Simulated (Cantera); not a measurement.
**Thermodynamics of hydrogen reduction and annealing atmospheres, feed NiS + H2**

Input: 1 mol NiS, 25 mol H2, held at 1 atm.

Equilibrium computed with Cantera from the NASA thermochemical tables; the gas is ideal and each condensed phase is pure. Candidate condensed phases: Ni, NiS, NiS2, Ni3S2, Ni3S4, S; 9 gas species. Metal and sulfide melt together well below either melting point, which pure phases cannot show. Mutual solubility and eutectic melting of coexisting phases are not modelled. Kinetics and transport are ignored.

```
T (K)  log p H2  log p H2S  log p SH  log p H  n Ni3S2(l)  n Ni(s)
-----  --------  ---------  --------  -------  ----------  -------
1348       0.00      -1.87     -4.87    -5.64       0.333        0
1373       0.00      -1.87     -4.75    -5.48       0.333        0
1398       0.00      -1.87     -4.64    -5.33       0.333        0
1423       0.00      -1.87     -4.53    -5.18       0.333        0
1448       0.00      -1.87     -4.43    -5.04       0.333        0
1473       0.00      -1.87     -4.33    -4.90       0.333        0
1498       0.00      -1.87     -4.23    -4.76       0.333        0
1523       0.00      -1.87     -4.14    -4.64       0.333        0
1548       0.00      -1.87     -4.05    -4.51       0.333        0
1573       0.00      -1.87     -3.96    -4.39       0.333  0.00141
1598       0.00      -1.86     -3.86    -4.27       0.328   0.0160
1623       0.00      -1.85     -3.77    -4.16       0.323   0.0305
```
log p: log10 of the partial pressure in bar; n: condensed amount in mol.

From 1348 K to 1548 K the condensed part is Ni3S2(l). From 1573 K to 1623 K the condensed part is Ni(s) + Ni3S2(l).
